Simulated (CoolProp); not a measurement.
Saturation properties of C2F6 (R116).

Values from CoolProp's reference Helmholtz-energy equation of state, Lemmon 2006. It is a short technical equation, of lower accuracy than the large ones.

```
T (°C)  p (MPa)  vapour Z  surface tension (mN/m)
------  -------  --------  ----------------------
-52.85   0.3301    0.8964                    7.69
-48.55   0.3920    0.8832                    7.14
-44.25   0.4621    0.8688                    6.59
-39.95   0.5413    0.8533                    6.05
-35.65   0.6301    0.8366                    5.52
-31.35   0.7294    0.8186                    5.00
-27.05   0.8398    0.7992                    4.49
-22.75   0.9621    0.7783                    3.98
-18.45    1.097    0.7556                    3.49
-14.15    1.246    0.7311                    3.01
```

It boils at -78.1 °C under 1 atm.

Surface tension comes from a separate correlation (Mulero 2012).
